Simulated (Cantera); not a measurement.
Mixture: 15.9 % CH₄, 17.6 % O₂, 66.5 % N₂, at 27.0 bar, adiabatic and at constant pressure. Ignition delay is the time to a rise of 400 K.

Cantera simulation using GRI-Mech 3.0 (53 species, 325 reactions); the numbers are that mechanism's predictions, not measurements. The pressure lies above the range GRI-Mech 3.0 was tuned for (to about 10 atm).

Question: Predict: delay at 1300 K; delay at 1450 K; delay at 1600 K; delay at 1750 K; delay at 1900 K; apparent activation energy between 1750 and 1900 K.

Answer: 
```json
{
  "delay at 1300 K": "0.671 ms",
  "delay at 1450 K": "0.153 ms",
  "delay at 1600 K": "40.6 µs",
  "delay at 1750 K": "12.1 µs",
  "delay at 1900 K": "4.23 µs",
  "apparent activation energy between 1750 and 1900 K": "190 kJ/mol"
}
```
